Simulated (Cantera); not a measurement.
Gas mixture: H₂O : H₂ : CO = 0.26 : 0.47 : 0.31 (molar parts), at 1.00 atm, frozen composition.

Cantera's kinetic-theory transport with the Lennard-Jones parameters of GRI-Mech 3.0, ideal gas; thermal conductivity in the multicomponent form. Polar gases are described roughly by these parameters.

D: mixture-averaged diffusion coefficient of that species in the mixture.

| T (K) | ρ (kg/m³) | cp (J/kg/K) | μ (µPa s) | λ (mW/m/K) | Pr | D (cm²/s) C₂H₂ | D (cm²/s) O | D (cm²/s) NH₃ |
|---|---|---|---|---|---|---|---|---|
| 400 | 0.419 | 2220 | 18.0 | 91.8 | 0.435 | 0.427 | 0.829 | 0.545 |
| 500 | 0.335 | 2247 | 21.6 | 109 | 0.444 | 0.640 | 1.22 | 0.835 |
| 600 | 0.280 | 2279 | 25.0 | 126 | 0.453 | 0.886 | 1.67 | 1.18 |
| 700 | 0.240 | 2319 | ___ | ___ | 0.460 | ___ | ___ | ___ |
| 800 | 0.210 | 2367 | ___ | ___ | 0.466 | ___ | ___ | ___ |
| 900 | 0.186 | 2416 | 34.4 | 176 | 0.471 | 1.80 | 3.32 | 2.47 |
| 1000 | 0.168 | 2459 | 37.3 | 193 | 0.476 | 2.15 | 3.97 | 2.98 |
| 1100 | 0.152 | 2508 | 40.1 | 210 | 0.479 | 2.53 | 4.65 | 3.53 |

### Question
What belongs in the gaps?

### Answer

- 700, μ (µPa s): 28.3
- 700, λ (mW/m/K): 143
- 700, D (cm²/s) C₂H₂: 1.16
- 700, D (cm²/s) O: 2.17
- 700, D (cm²/s) NH₃: 1.56
- 800, μ (µPa s): 31.4
- 800, λ (mW/m/K): 160
- 800, D (cm²/s) C₂H₂: 1.47
- 800, D (cm²/s) O: 2.72
- 800, D (cm²/s) NH₃: 2.00
